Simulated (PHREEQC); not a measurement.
A column of 0.5 m (30 cells, dispersivity 0.04 m, 300 s a shift, diffusion coefficient 3e-10 m²/s) holds 0.39 eq of the database's cation exchanger X per kg of pore water, first in equilibrium with 0.00073 mol/kgw BaCl2 and 1e-05 mol/kgw HCl. It is flushed with 91 mmol/kgw MgCl2 and 0.01 mmol/kgw HCl, at 40 °C. Values are for the last cell. No CO2 enters from the air. No solid was allowed to form.

The series has 31 steps of pore volumes, from 0 to 7.017.

Computed with PHREEQC (ion-association model, phreeqc.dat).

Task: After how many pore volumes does Mg at the outlet first reach half of its feed value?

Result: By 2.6 pore volumes.

Away from 25 °C the constants follow the database's enthalpies or fits; those with neither stay at their 25 °C values.
